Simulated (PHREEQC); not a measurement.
# Silver or lead bath: speciation

A solution holds 0.0027 mol/kgw AgF, 0.23 mol/kgw NaCl and 0.0015 mol/kgw Cu(NO3)2, at 20 °C. Closed to the air; pH follows from the charge balance.

Equilibrium calculation in PHREEQC: ion-association model, wateq4f.dat.

The pH comes out as 5.60 and the ionic strength comes out as 0.236 mol/kgw. The activity of water comes out as 0.992.

| species | molality | activity | log γ |
|---|---|---|---|
| Na+ | 0.230 | 0.169 | -0.132 |
| Cl- | 0.223 | 0.156 | -0.154 |
| NO3- | 0.00300 | 0.00204 | -0.166 |
| F- | 0.00252 | 0.00175 | -0.158 |
| AgCl2- | 0.00149 | 0.00111 | -0.130 |
| Cu+2 | 0.00128 | 0.000402 | -0.503 |

Precipitation was switched off in this run. The solution is supersaturated, for example in Cerargyrite, Atacamite, so a real one may precipitate; this is no full list.
